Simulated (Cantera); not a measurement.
## Low-pressure radical oxidation in H2/O2

A perfectly stirred reactor is fed with H2 : O2 = 0.033 : 1 (molar parts), equivalence ratio 0.017, at 0.0133 bar; it is held at 1325 K, and followed from long to short residence time.

Model: the H2/O2 subset of GRI-Mech 3.0, which has no nitrogen chemistry, integrated in Cantera. Radical loss at walls, strong at low pressure, is not modelled.

| τ (s) | x H2 | x O2 | x H | x H2O | x OH |
|---|---|---|---|---|---|
| 1.7 | 7.41e-5 | 0.964 | 0.000136 | 0.0316 | 0.00125 |
| 0.51 | 0.000148 | 0.960 | 0.000394 | 0.0311 | 0.00177 |
| 0.15 | 0.000284 | 0.954 | 0.000980 | 0.0303 | 0.00240 |
| 0.046 | 0.000510 | 0.948 | 0.00184 | 0.0292 | 0.00299 |
| 0.014 | 0.000983 | 0.944 | 0.00267 | 0.0279 | 0.00355 |
| 0.0042 | 0.00227 | 0.943 | 0.00334 | 0.0259 | 0.00429 |
| 0.0013 | 0.00573 | 0.946 | 0.00367 | 0.0218 | 0.00517 |
| 0.00039 | 0.0150 | 0.954 | 0.00273 | 0.0131 | 0.00493 |
x: mole fraction; the columns are a selection and need not sum to one.
